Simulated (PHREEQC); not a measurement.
Dissolve 4.9 mmol/kgw NaH2PO4, 0.039 mmol/kgw Na2SO4 and 0.05 mmol/kgw NaCl at 65 °C. Closed to the air; pH follows from the charge balance.

Computed with PHREEQC (ion-association model, wateq4f.dat).

* **pH**: 4.82
* **ionic strength**: 0.00511 mol/kgw

```
species  molality  activity   log γ
-------  --------  --------  ------
Na+       0.00503   0.00463  -0.036
H2PO4-    0.00485   0.00448  -0.035
Cl-       5.00e-5   4.60e-5  -0.036
SO4-2     3.80e-5   2.75e-5  -0.141
HPO4-2    3.12e-5   2.25e-5  -0.141
H+        1.62e-5   1.50e-5  -0.032
```

This is a speciation only: nothing precipitates in the calculation. Complexes and solids missing from the database can't appear. H3PO4, which wateq4f.dat lacks, is added to it with the constant of phreeqc.dat. Constants without temperature data keep their 25 °C values here.
